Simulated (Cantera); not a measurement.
**Gas-phase reforming**

An isothermal, constant-pressure homogeneous reactor starts with 50.3 % CH4, 49.7 % H2O, at 1823 K and 12800 Torr.

Computed with Cantera and GRI-Mech 3.0 (53 species, 325 reactions). The pressure lies above the range GRI-Mech 3.0 was tuned for (to about 10 atm).

```tsv
t (s)	x CH4	x H2O	x O2	x HCO	x HO2
3.00e-5	0.446	0.487	2.78e-10	3.26e-8	1.59e-12
0.000120	0.330	0.446	3.88e-10	2.06e-8	1.12e-12
0.000482	0.187	0.389	1.37e-10	1.23e-8	<1e-12
0.00193	0.0976	0.337	7.35e-11	1.76e-8	<1e-12
0.00775	0.0849	0.265	4.02e-11	4.52e-8	<1e-12
0.0311	0.0755	0.163	1.39e-11	9.97e-8	<1e-12
0.124	0.0524	0.0781	3.12e-12	1.56e-7	<1e-12
0.499	0.0281	0.0310	<1e-12	1.91e-7	<1e-12
2.00	0.0125	0.0105	<1e-12	2.07e-7	<1e-12
```
x: mole fraction; the columns are a selection and need not sum to one.

Equilibrium at this temperature and pressure: CH4 0.00387, H2O 0.00137, O2 <1e-12, HCO 2.14e-7, HO2 <1e-12 (gas phase only).
